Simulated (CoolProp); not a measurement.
A Linde-Hampson liquefier for nitrogen: isothermal reversible compression at 280 K from 1 atm to 30 MPa, throttling to 1 atm, return gas leaving the recuperator 10 K below the feed. Each further row changes one setting.

The numbers come from the reference Helmholtz-energy equation of state, Span 2000 in CoolProp.

```tsv
case	liquid yield per pass	compression work (kJ/kg of gas)
as stated	0.086	474
high pressure 60 MPa	___	549
warm-end temperature 310 K	0.058	___
warm-end gap 15 K	___	474
```

Problem. Some entries are withheld; supply them.

Solution. 
- high pressure 60 MPa, liquid yield per pass: 0.077
- warm-end temperature 310 K, compression work (kJ/kg of gas): 529
- warm-end gap 15 K, liquid yield per pass: 0.074
